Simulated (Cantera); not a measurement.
A closed system holds: 1 mol B2H6, 2.5 mol H2, 8 mol N2, 1.2 mol NH3, held at 1.35 Torr.

Method: chemical equilibrium by Gibbs-energy minimisation in Cantera with the NASA 1993 tables (ideal gas, pure condensed phases). Candidate condensed phases: B, BN; 15 gas species. The feed counts by its element totals alone. The tables' values for BH2 are old estimates; treat these amounts as uncertain. Rates play no part.

x: gas mole fraction; n: condensed amount in mol.

| T (°C) | x N2 | x H2 | x H | x B | x BH2 | n BN(s) | n B(s) | n B(l) |
|---|---|---|---|---|---|---|---|---|
| 650 | 0.510 | 0.490 | 4.04e-9 | <1e-12 | <1e-12 | 2.00 | 0 | 0 |
| 800 | 0.510 | 0.490 | 2.31e-7 | <1e-12 | <1e-12 | 2.00 | 0 | 0 |
| 950 | 0.510 | 0.490 | 4.96e-6 | <1e-12 | 3.69e-12 | 2.00 | 0 | 0 |
| 1100 | 0.510 | 0.490 | 5.49e-5 | <1e-12 | 4.39e-10 | 2.00 | 0 | 0 |
| 1250 | 0.510 | 0.490 | [?] | [?] | 2.02e-8 | 2.00 | 0 | 0 |
| 1400 | 0.510 | 0.489 | [?] | [?] | 4.62e-7 | 2.00 | 0 | 0 |
| 1550 | 0.508 | 0.485 | 0.00711 | 2.45e-7 | 6.24e-6 | 2.00 | 0 | 0 |
| 1700 | 0.504 | 0.474 | 0.0219 | 1.38e-5 | 5.56e-5 | 2.00 | 0 | 0 |
| 1850 | 0.496 | 0.447 | 0.0565 | 0.000438 | 0.000350 | 1.99 | 0 | 0 |
| 2000 | 0.506 | 0.369 | 0.120 | 0.00400 | 0.000682 | 0 | 1.92 | 0 |
| 2150 | 0.468 | 0.285 | 0.223 | 0.0225 | 0.000905 | 0 | 0 | 1.56 |

Q: Complete the blanks.

A: 
- 1250, x H: 0.000381
- 1250, x B: 6.96e-12
- 1400, x H: 0.00188
- 1400, x B: 2.10e-9
